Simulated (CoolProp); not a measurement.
Model: reference Helmholtz-energy equation of state, Wagner 2002, in CoolProp.

**Question.** For water, give the phase and the cp (kJ/(kg K)), speed of sound (m/s), Joule-Thomson coefficient (K/MPa) at 402.85 °C and 0.402 MPa; 466.65 °C and 0.402 MPa; 530.45 °C and 0.402 MPa.

**Answer.** 
- 402.85 °C and 0.402 MPa: gas; cp 2.09, speed of sound 632, Joule-Thomson coefficient 7.36
- 466.65 °C and 0.402 MPa: gas; cp 2.13, speed of sound 660, Joule-Thomson coefficient 5.65
- 530.45 °C and 0.402 MPa: gas; cp 2.16, speed of sound 686, Joule-Thomson coefficient 4.46
